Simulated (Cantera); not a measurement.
A closed system holds: 1 mol SiHCl₃, 0.054 mol HCl, 450 mol H₂, equilibrated at 977 °C and 10.0 mbar.

These are equilibrium values from Cantera (NASA tables, ideal gas, pure condensed phases), not measurements of a reactor. Candidate condensed phases: Si; 19 gas species. Equilibrium is a limit: real reactors are often held back by kinetics, nucleation or transport.

Base state: H₂ 0.993, HCl 0.00653, SiCl₂ 0.000108 (mole fractions); condensed: Si(s).

Problem. What changes in the equilibrium state with this change: temperature from 977 °C to 2175 °C?

Solution. 
```json
[
 {"species": "H₂", "before": "0.993", "after": "0.812"},
 {"species": "H", "before": "4.82e-6", "after": "0.180"},
 {"species": "HCl", "before": "0.00653", "after": "0.00530"},
 {"species": "Si", "before": "<1e-9", "after": "0.00195"},
 {"species": "SiH", "before": "<1e-9", "after": "5.03e-5"},
 {"species": "Cl", "before": "2.71e-8", "after": "0.000831"},
 {"species": "SiCl₂", "before": "0.000108", "after": "3.24e-7"},
 {"species": "Si(s), mol", "before": "0.950", "after": "0"}
]
```

Problem. What changes in the equilibrium state with this change: temperature from 977 °C to 2002 °C?

Solution. 
```json
[
 {"species": "H₂", "before": "0.993", "after": "0.910"},
 {"species": "H", "before": "4.82e-6", "after": "0.0810"},
 {"species": "HCl", "before": "0.00653", "after": "0.00606"},
 {"species": "Si", "before": "<1e-9", "after": "0.00202"},
 {"species": "SiH", "before": "<1e-9", "after": "7.40e-5"},
 {"species": "Cl", "before": "2.71e-8", "after": "0.000389"},
 {"species": "Si(s), mol", "before": "0.950", "after": "0"}
]
```
The tables' values for SiCl are old estimates; treat these amounts as uncertain. Gases not in the tables: Si₂H₆ and higher silanes.
